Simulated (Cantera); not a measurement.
An isothermal plug-flow reactor at 625 K and 0.750 bar (inlet), inlet velocity 0.33 m/s, active area per volume 560 1/m; feed H2 : O2 : N2 = 0.027 : 0.016 : 0.79 (molar parts).

Detailed kinetics in Cantera: Deutschmann's 1995 Pt surface mechanism with GRI-Mech 3.0 gas chemistry. Catalytic surfaces can have several steady states; this one follows from the mechanism file's or the stated starting coverage. Mass transfer to the wall is taken as infinitely fast.

x: gas mole fraction; θ: surface coverage.

```csv
z (m),x H2,x O2,x H2O,θ free Pt,θ H*,θ O*,θ OH*
3.2e-05,0.0199,0.0130,0.0127,0.914,0.0857,1.11e-6,3.49e-6
5.3e-05,0.0138,0.00991,0.0190,0.930,0.0700,1.07e-6,3.42e-6
8.8e-05,0.00623,0.00615,0.0266,0.958,0.0414,1.19e-6,3.94e-6
0.00015,?,0.00344,0.0322,?,?,?,?
0.00024,0.000271,0.00319,0.0327,0.143,1.49e-8,0.838,0.0188
0.00041,0.000118,0.00311,0.0328,0.0646,4.17e-9,0.922,0.0133
0.00068,6.15e-5,0.00308,0.0329,0.0352,1.62e-9,0.955,0.00995
0.0011,?,0.00307,0.0329,?,7.76e-10,0.970,?
0.0019,1.64e-5,0.00306,0.0329,0.0146,4.16e-10,0.979,0.00649
0.0032,6.99e-6,0.00305,0.0329,0.0114,2.83e-10,0.983,0.00574
```

Problem. Fill in the missing entries.

Solution. 
- 0.00015, x H2: 0.000783
- 0.00015, θ free Pt: 0.382
- 0.00015, θ H*: 8.49e-8
- 0.00015, θ O*: 0.592
- 0.00015, θ OH*: 0.0257
- 0.0011, x H2: 3.39e-5
- 0.0011, θ free Pt: 0.0219
- 0.0011, θ OH*: 0.00791
